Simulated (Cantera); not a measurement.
A closed system holds: 1 mol Si₃N₄, 17 mol F₂, held at 13300 Pa.

Equilibrium computed with Cantera from the NASA thermochemical tables; the gas is ideal and each condensed phase is pure. Candidate condensed phases: Si, Si₃N₄; 16 gas species. Equilibrium is a limit: real reactors are often held back by kinetics, nucleation or transport.

### Question
At 1600 K, list the 4 most abundant gas species with their mole fractions, and the condensed phases.

### Answer
F 0.809, SiF₄ 0.112, N₂ 0.0745, F₂ 0.00508. Condensed: gas only.
